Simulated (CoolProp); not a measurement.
A Linde-Hampson liquefier for dry air: isothermal reversible compression at 200 K from 1 atm to 30 MPa, throttling to 1 atm, return gas leaving the recuperator 10 K below the feed. Each further row changes one setting.

Values from CoolProp's reference Helmholtz-energy equation of state, Lemmon 2000. It is a pseudo-pure fit of the blend.

```
case                        liquid yield per pass  compression work (kJ/kg of gas)
--------------------------  ---------------------  -------------------------------
as stated                                   0.256                              305
high pressure 60 MPa                        0.234                              356
warm-end temperature 230 K                  0.180                              363
warm-end gap 15 K                           0.244                              305
```
